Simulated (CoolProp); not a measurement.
Vapour-liquid equilibrium of acetone (1) + n-dodecane (2) at 0.0792 MPa; x and y are mole fractions of (1).

Computed with CoolProp (multi-fluid Helmholtz-energy mixture model, Lemmon 2006 and Lemmon 2004; pair parameters Bell 2016).

| x | bubble temperature, mixture model (°C) | bubble temperature, Raoult's law (°C) | y, mixture model | y, Raoult's law |
|---|---|---|---|---|
| 0.05 | ___ | 154.5 | ___ | 0.787 |
| 0.2 | 81.8 | 101.5 | 0.991 | 0.978 |
| 0.35 | 61.5 | 81.5 | 0.998 | 0.993 |
| 0.5 | 55.9 | 69.7 | 0.999 | 0.997 |
| 0.65 | 54.6 | 61.5 | 0.999 | 0.999 |
| 0.8 | ___ | 55.4 | 0.999 | 1.000 |
| 0.95 | 50.4 | 50.5 | 1.000 | 1.000 |

Problem. What belongs in the gaps?

Solution. 
- 0.05, bubble temperature, mixture model (°C): 156.7
- 0.05, y, mixture model: 0.761
- 0.8, bubble temperature, mixture model (°C): 53.3

The largest gap from Raoult's law is -20.0 K in bubble temperature, at x = 0.35. No azeotrope shows between x = 0.05 and 0.95.

Pair parameters are fitted to limited data, so mixtures are less certain than the pure fluids. The gap from Raoult's law changes sign with composition, which may be real or a fault of the pair parameters; it wasn't checked against measurements. With so large a gap from Raoult's law the liquid may split in two, which this calculation doesn't test in full.
